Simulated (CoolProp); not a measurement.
A single-stage vapour-compression cycle with R1336mzz(Z): evaporating at 326.15 K (dew point), condensing at 379.15 K (bubble point), superheat 0 K, subcooling 5 K, compressor efficiency 0.7, no pressure losses. Each further row changes one setting.

Model: reference Helmholtz-energy equation of state, McLinden 2020, in CoolProp.

| case | cooling COP | pressure ratio | discharge temperature (K) | refrigerating effect (kJ/kg) | volumetric capacity (kJ/m³) |
|---|---|---|---|---|---|
| as stated | 3.12 | 4.11 | 379.1 | 90.7 | 1180 |
| evaporating temperature 331.15 K | [?] | [?] | 379.1 | 94.5 | 1430 |
| condensing temperature 374.15 K | [?] | [?] | 374.1 | 97.6 | 1270 |
| subcooling 10 K | [?] | 4.11 | 379.1 | 97.7 | 1270 |
| superheat 10 K | 3.23 | 4.11 | 380.3 | 100 | [?] |
| compressor efficiency 0.6 | 2.68 | 4.11 | 379.1 | 90.7 | 1180 |

Problem. Fill in the missing entries.

Solution. 
- evaporating temperature 331.15 K, cooling COP: 3.64
- evaporating temperature 331.15 K, pressure ratio: 3.52
- condensing temperature 374.15 K, cooling COP: 3.63
- condensing temperature 374.15 K, pressure ratio: 3.67
- subcooling 10 K, cooling COP: 3.36
- superheat 10 K, volumetric capacity (kJ/m³): 1250

The compression ends wet for: as stated; evaporating temperature 331.15 K; condensing temperature 374.15 K; subcooling 10 K; compressor efficiency 0.6.
